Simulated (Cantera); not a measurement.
## c-C4F8 + Si + H2 (fluorocarbon and chlorocarbon gases)

Input: 1 mol c-C4F8, 1.1 mol Si, 12 mol H2, equilibrated at 1373 K and 0.00133 bar.

Cantera equilibrium calculation (NASA polynomials, part measured and part estimated; ideal gas, pure solids and liquids). Candidate condensed phases: C, C6H6, C7H8, C8H18, Si, SiC; 113 gas species. The feed counts by its element totals alone. The tables' values for SiF3 are old estimates; treat these amounts as uncertain. Kinetics and transport are ignored.

| Quantity | Result |
|---|---|
| x(H2) | 0.684 |
| x(HF) | 0.242 |
| x(SiF4) | 0.0734 |
| x(SiF3) | 0.000348 |
| x(H) | 7.54e-5 |
| x(SiHF3) | 3.76e-5 |
| x(CH4) | 3.14e-6 |
| x(SiF2) | 1.20e-6 |
| x(C2H2 (acetylene)) | 1.18e-6 |
| n(C(graphite)) | 4.00 mol |
| gas amount | 14.90 mol |
| log10 activity of Si(s) (absent) | -7.50 |
